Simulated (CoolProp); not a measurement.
n-decane along the isotherm 346.85 °C: density (kg/m³) from the reference equation and from simpler models built on Tc = 344.5 °C, pc = 2.101 MPa, ω = 0.488; each cubic takes its own stable root.

The numbers come from the reference Helmholtz-energy equation of state, Lemmon 2006 in CoolProp. It is a short technical equation, of lower accuracy than the large ones.

```csv
p (MPa),phase,reference,Soave-Redlich-Kwong,Peng-Robinson
0.394,gas,11.68,11.64,11.73
0.788,gas,25.48,25.23,25.64
1.18,gas,42.60,41.76,42.84
1.58,gas,66.89,64.27,66.73
1.97,gas,110.8,101.5,107.2
2.36,supercritical,334.1,244.5,268.6
2.76,supercritical,368.0,278.3,307.5
3.15,supercritical,385.4,297.3,329.3
```
